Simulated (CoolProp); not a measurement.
Model: reference Helmholtz-energy equation of state, Leachman 2009, in CoolProp.

**Question.** Give the vapour pressure (bar), liquid cp (kJ/(kg K)), surface tension (mN/m), vapour viscosity (µPa s) of saturated normal hydrogen at -243.15 °C.

**Answer.** 
```tsv
T (°C)	p (bar)	liquid cp (kJ/(kg K))	surface tension (mN/m)	vapour viscosity (µPa s)
-243.15	8.04	25.3	0.345	1.72
```

Viscosity comes from a separate model (Muzny 2013). Surface tension comes from a separate correlation (Mulero 2012).
